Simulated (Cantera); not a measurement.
An adiabatic, constant-pressure homogeneous reactor starts with C3H8 : O2 : N2 = 1 : 2.08 : 7.83 (molar parts), at 1200 K and 3150 Torr. Integrator tolerance rtol = 1e-08.

Computed with Cantera and GRI-Mech 3.0 (53 species, 325 reactions). GRI-Mech 3.0 was tuned for natural gas; its chemistry of propane as a main component is partial and can be far from experiment.

### Question
What does this change do: 0.5 parts H2 added?

### Answer
| quantity | before | after |
|---|---|---|
| time of steepest temperature rise | 3.14 ms | 2.08 ms |
| temperature at 4.00 s | 2138 K | 2110 K |
| equilibrium temperature | 2138 K | 2110 K |
| x(C3H8) at 4.00 s | <1e-12 (gas-phase equilibrium <1e-12) | <1e-12 (gas-phase equilibrium <1e-12) |
| x(O2) at 4.00 s | 1.49e-8 (gas-phase equilibrium 1.49e-8) | 7.94e-9 (gas-phase equilibrium 7.94e-9) |
| x(CH3) at 4.00 s | 6.45e-10 (gas-phase equilibrium 7.33e-10) | 8.45e-10 (gas-phase equilibrium 9.65e-10) |
| x(HCN) at 4.00 s | 1.74e-6 (gas-phase equilibrium 1.74e-6) | 2.02e-6 (gas-phase equilibrium 2.01e-6) |
| x(C2H4) at 4.00 s | <1e-12 (gas-phase equilibrium <1e-12) | <1e-12 (gas-phase equilibrium <1e-12) |
| x(NO) at 4.00 s | 2.39e-6 (gas-phase equilibrium 2.39e-6) | 1.61e-6 (gas-phase equilibrium 1.61e-6) |

### Question
What does this change do: constant volume in place of constant pressure?

### Answer
```csv
quantity,before,after
time of steepest temperature rise,3.14 ms,2.89 ms
temperature at 4.00 s,2138 K,2475 K
equilibrium temperature,2138 K,2475 K
x(C3H8) at 4.00 s,<1e-12 (gas-phase equilibrium <1e-12),<1e-12 (gas-phase equilibrium <1e-12)
x(O2) at 4.00 s,1.49e-8 (gas-phase equilibrium 1.49e-8),2.69e-7 (gas-phase equilibrium 2.69e-7)
x(CH3) at 4.00 s,6.45e-10 (gas-phase equilibrium 7.33e-10),3.00e-9 (gas-phase equilibrium 3.36e-9)
x(HCN) at 4.00 s,1.74e-6 (gas-phase equilibrium 1.74e-6),4.56e-6 (gas-phase equilibrium 4.56e-6)
x(C2H4) at 4.00 s,<1e-12 (gas-phase equilibrium <1e-12),<1e-12 (gas-phase equilibrium <1e-12)
x(NO) at 4.00 s,2.39e-6 (gas-phase equilibrium 2.39e-6),2.04e-5 (gas-phase equilibrium 2.04e-5)
```
